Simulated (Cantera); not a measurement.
Input: 1 mol n-butane, 3.5 mol H2O, 1.8 mol O2, at 0.0100 bar.

Method: chemical equilibrium by Gibbs-energy minimisation in Cantera with the NASA 1993 tables (ideal gas, pure condensed phases). Candidate condensed phases: C, C6H6, C7H8, C8H18, H2O; 131 gas species. Ions and electrons are included (thermal ionisation). Equilibrium is a limit: real reactors are often held back by kinetics, nucleation or transport. All values below are at 3500 K.

Base state: H 0.687, CO 0.169, O 0.125, H2 0.0135, OH 0.00423, O2 0.000644, CO2 0.000273, H2O 0.000181 (mole fractions); condensed: gas only.

What changes in the equilibrium state with this change: H2O from 3.5 to 1 mol?


```json
[
 {"species": "H", "before": "0.687", "after": "0.704"},
 {"species": "CO", "before": "0.169", "after": "0.245"},
 {"species": "O", "before": "0.125", "after": "0.0352"},
 {"species": "H2", "before": "0.0135", "after": "0.0142"},
 {"species": "O2", "before": "0.000644", "after": "5.10e-5"},
 {"species": "OH", "before": "0.00423", "after": "0.00122"},
 {"species": "H2O", "before": "0.000181", "after": "5.36e-5"},
 {"species": "CO2", "before": "0.000273", "after": "0.000111"}
]
```
